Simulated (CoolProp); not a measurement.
A Linde-Hampson liquefier for carbon monoxide: isothermal reversible compression at 200 K from 1 atm to 5 MPa, throttling to 1 atm, return gas leaving the recuperator 10 K below the feed. Each further row changes one setting.

The numbers come from the reference Helmholtz-energy equation of state, Lemmon 2006 in CoolProp. It is a short technical equation, of lower accuracy than the large ones.

```
case                        liquid yield per pass  compression work (kJ/kg of gas)
--------------------------  ---------------------  -------------------------------
as stated                                     [?]                              224
high pressure 10 MPa                          [?]                              259
warm-end temperature 230 K                    [?]                              261
warm-end gap 15 K                           0.039                              224
```

### Question
Complete the blanks.

### Answer

- as stated, liquid yield per pass: 0.054
- high pressure 10 MPa, liquid yield per pass: 0.140
- warm-end temperature 230 K, liquid yield per pass: 0.030
